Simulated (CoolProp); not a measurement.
Computed with CoolProp (reference Helmholtz-energy equation of state, Marx 1992).

Task: For R113, give the phase and the Joule-Thomson coefficient (K/MPa) at 445.9 K and 2.2 bar; 464 K and 2.2 bar; 500 K and 2.2 bar.

Result: 
- 445.9 K and 2.2 bar: gas; Joule-Thomson coefficient 11.5
- 464 K and 2.2 bar: gas; Joule-Thomson coefficient 10.3
- 500 K and 2.2 bar: gas; Joule-Thomson coefficient 8.55
